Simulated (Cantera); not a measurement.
Input: 1 mol MgO, a varied amount of N2, equilibrated at 34.0 Pa.

Method: chemical equilibrium by Gibbs-energy minimisation in Cantera with the NASA 1993 tables (ideal gas, pure condensed phases). Candidate condensed phases: Mg, MgO; 13 gas species. Equilibrium is a limit: real reactors are often held back by kinetics, nucleation or transport.

### Question
What condenses at these points (T in K, n(N2) in mol): (1900, 0.33); (2600, 0.11); (2700, 1.6); (2100, 1.6); (2500, 0.19)?

### Answer
```csv
T (K),n(N2) in mol,condensed phases,Mg condensed (%)
1900,0.33,MgO,99.9
2600,0.11,gas only,0.0
2700,1.6,gas only,0.0
2100,1.6,MgO,92.3
2500,0.19,gas only,0.0
```
